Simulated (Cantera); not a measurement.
# Hydrocarbon pyrolysis for carbon deposition

An isothermal, constant-pressure homogeneous reactor starts with 12.5 % C₂H₄, 84.9 % H₂, 2.62 % H₂O, at 1550 K and 0.000967 atm.

Detailed kinetics in Cantera: GRI-Mech 3.0 (53 species, 325 reactions). GRI-Mech 3.0 was tuned for natural gas; its chemistry of ethylene as a main component is partial and can be far from experiment. GRI-Mech 3.0 stops at C3 and has no aromatics, soot or wall deposition, so with more carbon than oxygen in the feed, carbon stays in small species such as C2H2 where larger ones or solid carbon would form. Radical loss at walls, strong at low pressure, is not modelled.

```csv
t (s),x C₂H₄,x H₂,x CH₂,x C₂H₂,x CH₃,x H
9.00e-5,0.125,0.849,<1e-12,4.30e-6,<1e-12,1.72e-9
0.000232,0.125,0.849,<1e-12,1.11e-5,<1e-12,4.79e-9
0.000596,0.125,0.849,<1e-12,2.84e-5,<1e-12,1.32e-8
0.00153,0.125,0.849,<1e-12,7.31e-5,7.39e-12,3.54e-8
0.00394,0.125,0.849,2.00e-12,0.000188,3.89e-11,9.28e-8
0.0101,0.124,0.849,6.36e-12,0.000484,1.27e-10,2.41e-7
0.0261,0.123,0.849,1.76e-11,0.00125,3.15e-10,6.24e-7
0.0671,0.121,0.849,4.61e-11,0.00321,6.31e-10,1.62e-6
0.173,0.116,0.850,1.14e-10,0.00827,1.07e-9,4.14e-6
0.444,0.101,0.852,2.45e-10,0.0211,1.77e-9,9.62e-6
1.14,0.0691,0.856,4.24e-10,0.0495,2.72e-9,1.67e-5
2.94,0.0234,0.863,8.92e-10,0.0901,6.25e-9,2.89e-5
7.56,0.000324,0.866,1.79e-9,0.111,8.92e-8,0.000119
19.4,1.78e-5,0.865,5.13e-9,0.111,4.41e-6,0.000535
50.0,1.67e-5,0.865,4.31e-8,0.109,4.40e-5,0.000899
```
x: mole fraction; the columns are a selection and need not sum to one.

Equilibrium at this temperature and pressure: C₂H₄ 1.45e-5, H₂ 0.879, CH₂ 2.64e-9, C₂H₂ 0.0970, CH₃ 2.77e-6, H 0.000950 (gas phase only).
